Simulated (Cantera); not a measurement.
Source: NASA polynomial tables (part measured, part estimated), evaluated in Cantera. Values are per mole of reaction as written; species without (g) are pure solids or liquids, kept so even where they would boil at 1 bar.

Q: Between 1125 and 1800 K, where is each reaction favourable under standard conditions?
- 9 Ti4O7 → 12 Ti3O5 + O3(g)

A: 
- 9 Ti4O7 → 12 Ti3O5 + O3(g): ΔG° is 1049 kJ at 1125 K and 850 kJ at 1800 K; it stays positive (K < 1). ΔH° is 1428 kJ and ΔS° 321 J/K at 1800 K.
